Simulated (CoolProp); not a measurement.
Vapour-liquid equilibrium of R13 (1) + R11 (2) at 0.0427 MPa; x and y are mole fractions of (1).

Computed with CoolProp (multi-fluid Helmholtz-energy mixture model, Platzer 1990 and Jacobsen 1992; pair parameters Bell 2016). This equation is an older, rougher fit; its heat capacities, sound speeds and derivatives of the liquid may be far off and weren't checked against measurements.

```tsv
x	bubble temperature (K)	y at the bubble point	dew temperature at overall composition x (K)	liquid density (mol/L)
0.05	224.1	0.935	273.4	12.05
0.2	194.7	0.995	269.4	12.86
0.35	187.2	0.998	264.8	13.35
0.5	183.7	0.999	259.3	13.78
0.65	181.6	0.999	252.2	14.18
0.8	179.8	0.999	242.0	14.57
0.95	177.7	1.000	220.5	14.96
```

No azeotrope shows between x = 0.05 and 0.95.

The pair parameters rest on a limited set of measurements; away from them the model extrapolates. With so large a gap from Raoult's law the liquid may split in two, which this calculation doesn't test in full.
